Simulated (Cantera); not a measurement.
# Premixed flame

A freely propagating, adiabatic, planar premixed flame of 9.51 % CH4, 19.0 % O2, 71.5 % N2, unburnt at 473 K and 0.950 bar; mixture-averaged transport, grid criteria slope 0.08 and curve 0.16, no radiation.

Detailed kinetics in Cantera: GRI-Mech 3.0 (53 species, 325 reactions). Burning velocities carry a grid error of a few per cent, more on coarse grids.

```
z (mm)   T (K)  u (m/s)     x CH4    x O2     x HO2   x CH2CO      x H2    x NO2
-------  -----  -------  --------  ------  --------  --------  --------  -------
-1.16      473    0.847    0.0950   0.190   4.82e-8     <1e-8  0.000703    <1e-8
-0.770     474    0.850    0.0947   0.190   6.86e-7     <1e-8   0.00226    <1e-8
-0.578     480    0.863    0.0941   0.189   3.82e-6   3.50e-8   0.00433    <1e-8
-0.385     533    0.962    0.0904   0.185   3.57e-5   7.38e-7   0.00891  6.39e-8
-0.193     930     1.71    0.0653   0.153  0.000139   2.26e-5    0.0170  8.37e-8
-0.0963   1358     2.52    0.0359   0.111  0.000169   8.65e-5    0.0211  2.66e-8
0         1752     3.27   0.00839  0.0626  0.000103  0.000101    0.0215    <1e-8
0.0963    1909     3.56  0.000585  0.0350   1.70e-5   1.58e-5    0.0168    <1e-8
0.193     1953     3.63   2.05e-5  0.0257   7.11e-6   6.53e-7    0.0143    <1e-8
0.385     2004     3.70   3.23e-8  0.0208   5.28e-6     <1e-8    0.0136    <1e-8
0.770     2067     3.80     <1e-8  0.0180   4.00e-6     <1e-8    0.0127    <1e-8
1.54      2141     3.92     <1e-8  0.0152   2.79e-6     <1e-8    0.0107    <1e-8
3.08      2211     4.03     <1e-8  0.0124   1.87e-6     <1e-8   0.00853  1.01e-8
```
x: mole fraction of selected species; z is measured from the peak of heat release.

The laminar burning velocity is 84.6 cm/s. The thermal thickness is 0.385 mm. The peak x(HO2) comes out as 0.000171 and the peak x(CH2CO) is 0.000119. The peak x(H2) is 0.0221. The grid points comes out as 155.
